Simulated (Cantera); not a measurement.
Input: 1 mol CH3Cl, 1.1 mol CH4, at 65.0 Pa.

Method: chemical equilibrium by Gibbs-energy minimisation in Cantera with the NASA 1993 tables (ideal gas, pure condensed phases). Candidate condensed phases: C, C6H6, C7H8, C8H18; 91 gas species. Equilibrium is a limit: real reactors are often held back by kinetics, nucleation or transport.

**Question.** At 2350 K, list the 7 most abundant gas species with their mole fractions, and the condensed phases.

**Answer.** H2 0.471, H 0.336, HCl 0.126, Cl 0.0644, C2H2 (acetylene) 0.00260, C2H 9.47e-5, C3 6.35e-5. Condensed: C(graphite).
